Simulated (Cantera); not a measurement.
Adiabatic ignition

An adiabatic, constant-volume homogeneous reactor starts with CH₄ : O₂ : N₂ : H₂O = 1 : 1.18 : 4.42 : 0.0076 (molar parts), equivalence ratio 1.7, at 1650 K and 220000 Pa.

Cantera simulation using GRI-Mech 3.0 (53 species, 325 reactions); the numbers are that mechanism's predictions, not measurements.

| t (s) | T (K) | P (bar) | x CH₄ | x O₂ | x C₂H₂ | x HCN | x C₂H | x CH₃ |
|---|---|---|---|---|---|---|---|---|
| 1.00e-6 | 1650 | 2.20 | 0.151 | 0.179 | <1e-12 | <1e-12 | <1e-12 | 4.81e-6 |
| 2.83e-6 | 1650 | 2.20 | 0.151 | 0.179 | <1e-12 | <1e-12 | <1e-12 | 1.48e-5 |
| 8.01e-6 | 1650 | 2.20 | 0.151 | 0.179 | 1.33e-11 | <1e-12 | <1e-12 | 4.86e-5 |
| 2.27e-5 | 1650 | 2.20 | 0.151 | 0.178 | 1.60e-9 | <1e-12 | <1e-12 | 0.000178 |
| 6.42e-5 | 1653 | 2.20 | 0.150 | 0.178 | 2.47e-7 | <1e-12 | <1e-12 | 0.000577 |
| 0.000182 | 2839 | 4.30 | 0.00129 | 0.0151 | 0.00461 | 0.000100 | 0.000113 | 0.00282 |
| 0.000514 | 2985 | 4.57 | 1.11e-11 | 0.000767 | <1e-12 | 1.79e-7 | <1e-12 | 3.88e-11 |
| 0.00146 | 2984 | 4.56 | 1.12e-11 | 0.000763 | <1e-12 | 1.87e-7 | <1e-12 | 3.89e-11 |
| 0.00412 | 2984 | 4.56 | 1.12e-11 | 0.000763 | <1e-12 | 1.87e-7 | <1e-12 | 3.89e-11 |
| 0.0117 | 2984 | 4.56 | 1.12e-11 | 0.000763 | <1e-12 | 1.87e-7 | <1e-12 | 3.89e-11 |
| 0.0330 | 2984 | 4.56 | 1.12e-11 | 0.000763 | <1e-12 | 1.87e-7 | <1e-12 | 3.89e-11 |
| 0.0935 | 2984 | 4.56 | 1.12e-11 | 0.000763 | <1e-12 | 1.87e-7 | <1e-12 | 3.89e-11 |
| 0.265 | 2984 | 4.56 | 1.12e-11 | 0.000763 | <1e-12 | 1.87e-7 | <1e-12 | 3.89e-11 |
| 0.749 | 2984 | 4.56 | 1.12e-11 | 0.000763 | <1e-12 | 1.87e-7 | <1e-12 | 3.89e-11 |
| 2.12 | 2984 | 4.56 | 1.12e-11 | 0.000763 | <1e-12 | 1.87e-7 | <1e-12 | 3.89e-11 |
| 6.00 | 2984 | 4.56 | 1.12e-11 | 0.000763 | <1e-12 | 1.87e-7 | <1e-12 | 3.89e-11 |
x: mole fraction; the columns are a selection and need not sum to one.

| Quantity | Value |
|---|---|
| time of steepest temperature rise | 0.181 ms |
| temperature at 6.00 s | 2984 K |
| equilibrium temperature | 2984 K |
| x(CH₄) at 6.00 s | 1.12e-11 (gas-phase equilibrium 1.29e-11) |
| x(O₂) at 6.00 s | 0.000763 (gas-phase equilibrium 0.000763) |
| x(C₂H₂) at 6.00 s | <1e-12 (gas-phase equilibrium <1e-12) |
